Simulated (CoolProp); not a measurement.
Vapour-liquid equilibrium of R134a (1) + isobutane (2) at 126 kPa; x and y are mole fractions of (1).

Values from CoolProp's multi-fluid Helmholtz-energy mixture model, Tillner-Roth 1994 and Bücker 2006; pair parameters Bell 2016.

```json
[
 {"x": "0.05", "bubble temperature (K)": "258.5", "y at the bubble point": "0.307", "dew temperature at overall composition x (K)": "265.8", "liquid density (mol/L)": "10.34"},
 {"x": "0.15", "bubble temperature (K)": "250.6", "y at the bubble point": "0.532", "dew temperature at overall composition x (K)": "263.1", "liquid density (mol/L)": "10.66"},
 {"x": "0.25", "bubble temperature (K)": "247.8", "y at the bubble point": "0.606", "dew temperature at overall composition x (K)": "260.2", "liquid density (mol/L)": "10.90"},
 {"x": "0.35", "bubble temperature (K)": "246.8", "y at the bubble point": "0.635", "dew temperature at overall composition x (K)": "257.1", "liquid density (mol/L)": "11.14"},
 {"x": "0.45", "bubble temperature (K)": "246.5", "y at the bubble point": "0.646", "dew temperature at overall composition x (K)": "253.6", "liquid density (mol/L)": "11.39"},
 {"x": "0.55", "bubble temperature (K)": "246.4", "y at the bubble point": "0.652", "dew temperature at overall composition x (K)": "249.9", "liquid density (mol/L)": "11.68"},
 {"x": "0.65", "bubble temperature (K)": "246.4", "y at the bubble point": "0.659", "dew temperature at overall composition x (K)": "246.4", "liquid density (mol/L)": "12.00"},
 {"x": "0.75", "bubble temperature (K)": "246.4", "y at the bubble point": "0.676", "dew temperature at overall composition x (K)": "247.5", "liquid density (mol/L)": "12.37"},
 {"x": "0.85", "bubble temperature (K)": "247.0", "y at the bubble point": "0.723", "dew temperature at overall composition x (K)": "249.2", "liquid density (mol/L)": "12.77"},
 {"x": "0.95", "bubble temperature (K)": "249.3", "y at the bubble point": "0.854", "dew temperature at overall composition x (K)": "251.0", "liquid density (mol/L)": "13.17"}
]
```

y crosses x between x = 0.65 and 0.75: the model has an azeotrope there.

The pair parameters rest on a limited set of measurements; away from them the model extrapolates. With so large a gap from Raoult's law the liquid may split in two, which this calculation doesn't test in full.
